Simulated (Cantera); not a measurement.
# SiH4 + N2O + N2 (silicon oxide and oxynitride deposition)

Charge: 1 mol SiH4, 4.8 mol N2O, 43 mol N2, at 0.410 bar.

Equilibrium computed with Cantera from the NASA thermochemical tables; the gas is ideal and each condensed phase is pure. Candidate condensed phases: H2O, Si, SiO2, Si2N2O, Si3N4; 35 gas species. The tables hold silica as quartz up to 1696 K and as liquid above; real silica turns to tridymite and cristobalite and melts near 1996 K. Gases not in the tables: Si(OH)4. The numbers say what is thermodynamically allowed, not how fast it happens.

| T (K) | log p N2 | log p H2O | log p O2 | log p NO | log p OH | log p H2 | n SiO2(β-quartz) | n SiO2(condensed) | n SiO2(l) |
|---|---|---|---|---|---|---|---|---|---|
| 1548 | -0.41 | -1.79 | -2.50 | -3.87 | -4.78 | -5.99 | 1.00 | 0 | 0 |
| 1598 | -0.41 | -1.79 | -2.50 | -3.78 | -4.61 | -5.73 | 1.00 | 0 | 0 |
| 1648 | -0.41 | -1.79 | -2.50 | -3.69 | -4.45 | -5.48 | 1.00 | 0 | 0 |
| 1698 | -0.41 | -1.79 | -2.50 | -3.61 | -4.30 | -5.24 | 0 | 1.00 | 0 |
| 1748 | -0.41 | -1.79 | -2.51 | -3.53 | -4.15 | -5.02 | 0 | 1.00 | 0 |
| 1798 | -0.41 | -1.79 | -2.51 | -3.45 | -4.02 | -4.81 | 0 | 1.000 | 0 |
| 1848 | -0.41 | -1.79 | -2.52 | -3.38 | -3.89 | -4.61 | 0 | 1.000 | 0 |
| 1898 | -0.41 | -1.79 | -2.52 | -3.32 | -3.77 | -4.42 | 0 | 1.000 | 0 |
| 1948 | -0.41 | -1.79 | -2.53 | -3.26 | -3.66 | -4.24 | 0 | 1.000 | 0 |
| 1998 | -0.41 | -1.79 | -2.54 | -3.20 | -3.55 | -4.07 | 0 | 0 | 1.000 |
| 2048 | -0.41 | -1.80 | -2.54 | -3.15 | -3.45 | -3.91 | 0 | 0 | 1.000 |
log p: log10 of the partial pressure in bar; n: condensed amount in mol.

From 1548 K to 1648 K the condensed part is SiO2(β-quartz). From 1698 K to 1948 K the condensed part is SiO2(condensed). From 1998 K to 2048 K the condensed part is SiO2(l).
